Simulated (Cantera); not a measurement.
A closed system holds: 1 mol Si2Cl6, 0.18 mol NH3, 3.7 mol H2, held at 925 K and 0.113 Torr.

Cantera equilibrium calculation (NASA polynomials, part measured and part estimated; ideal gas, pure solids and liquids). Candidate condensed phases: NH4Cl, Si, Si3N4; 28 gas species. The feed counts by its element totals alone. The tables' values for SiCl3 are old estimates; treat these amounts as uncertain. Equilibrium is a limit: real reactors are often held back by kinetics, nucleation or transport.

Base state: H2 0.680, SiCl4 0.240, HCl 0.0563, SiHCl3 0.0105, SiCl2 0.00673, SiCl3 0.00638, SiH2Cl2 4.53e-5 (mole fractions); condensed: Si(s) + Si3N4(s).

What changes in the equilibrium state with this change: pressure from 0.113 Torr to 1.00 Torr?


```csv
species,before,after
H2,0.680,0.696
SiCl4,0.240,0.246
HCl,0.0563,0.0332
SiHCl3,0.0105,0.0187
SiH2Cl2,4.53e-5,0.000140
SiCl2,0.00673,0.00229
SiCl3,0.00638,0.00377
"Si(s), mol",0.401,0.373
"Si3N4(s), mol",0.0450,0.0450
```
